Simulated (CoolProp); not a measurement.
Vapour pressure (MPa) of R1234ze(E): the reference equation beside estimates from Tc = 109.4 °C, pc = 3.635 MPa, ω = 0.313.

The numbers come from the reference Helmholtz-energy equation of state, Thol 2016 in CoolProp.

```tsv
T (°C)	reference	Lee-Kesler	van der Waals	Soave-Redlich-Kwong
29.05	0.5625	0.5663	1.315	0.5684
33.35	0.6369	0.6412	1.404	0.6443
37.65	0.7186	0.7233	1.497	0.7276
41.95	0.8079	0.8129	[?]	0.8188
46.25	0.9053	0.9105	1.694	0.9182
50.55	1.011	1.016	1.798	1.026
54.85	1.126	1.131	1.906	1.144
59.15	1.251	1.256	2.018	1.271
63.45	[?]	1.390	2.135	1.408
67.85	1.534	1.538	2.258	1.559
72.15	1.691	[?]	2.382	1.718
76.45	1.859	1.863	2.511	1.889
```

**Question.** What belongs in the gaps?

**Answer.** 
- 41.95, van der Waals: 1.593
- 63.45, reference: 1.385
- 72.15, Lee-Kesler: 1.695

Absolute difference from the reference over all 12 rows, mean and median: Lee-Kesler 0.5 and 0.5 %, van der Waals 77.7 and 73.6 %, Soave-Redlich-Kwong 1.5 and 1.5 %.
